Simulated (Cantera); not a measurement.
An adiabatic, constant-volume homogeneous reactor starts with CH₄ : H₂ : O₂ : N₂ : CO₂ = 1 : 0.19 : 0.911 : 3.42 : 0.58 (molar parts), at 1275 K and 7.40 bar.

Computed with Cantera and GRI-Mech 3.0 (53 species, 325 reactions).

Problem. Predict: time of steepest temperature rise; temperature at 1.00 s; equilibrium temperature; x(CH₄) at 1.00 s; x(H₂) at 1.00 s; x(O₂) at 1.00 s.

Solution. 
```
Item                                                                Result
---------------------------------  ---------------------------------------
time of steepest temperature rise                                  1.06 ms
temperature at 1.00 s                                               2326 K
equilibrium temperature                                             2326 K
x(CH₄) at 1.00 s                   6.22e-9 (gas-phase equilibrium 6.91e-9)
x(H₂) at 1.00 s                        0.145 (gas-phase equilibrium 0.145)
x(O₂) at 1.00 s                    4.43e-7 (gas-phase equilibrium 4.43e-7)
```
